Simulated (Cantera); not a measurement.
A closed system holds: 1 mol Si, 0.0071 mol H₂O, 240 mol N₂, equilibrated at 11.0 Pa.

Method: chemical equilibrium by Gibbs-energy minimisation in Cantera with the NASA 1993 tables (ideal gas, pure condensed phases). Candidate condensed phases: H₂O, Si, SiO₂, Si₂N₂O, Si₃N₄; 35 gas species. N₂ is the only nitrogen source here; it is nearly inert below about 1500 K, so the nitride shown seldom forms there in practice. Mutual solubility and eutectic melting of coexisting phases are not modelled. Rates play no part.

Question: What share of the Si ends up in condensed phases as a function of T (K), at 1198, 1273, 1348, 1423, 1498, 1573, 1648, 1723, 1798, 1873, 1948?

Answer: 
| T (K) | Si condensed (%) | as |
|---|---|---|
| 1198 | 100.0 | Si₂N₂O(s) + Si₃N₄(s) |
| 1273 | 100.0 | Si₂N₂O(s) + Si₃N₄(s) |
| 1348 | 99.3 | Si₃N₄(s) |
| 1423 | 99.2 | Si₃N₄(s) |
| 1498 | 98.0 | Si₃N₄(s) |
| 1573 | 86.7 | Si(s) |
| 1648 | 40.5 | Si(s) |
| 1723 | 0.0 | - |
| 1798 | 0.0 | - |
| 1873 | 0.0 | - |
| 1948 | 0.0 | - |
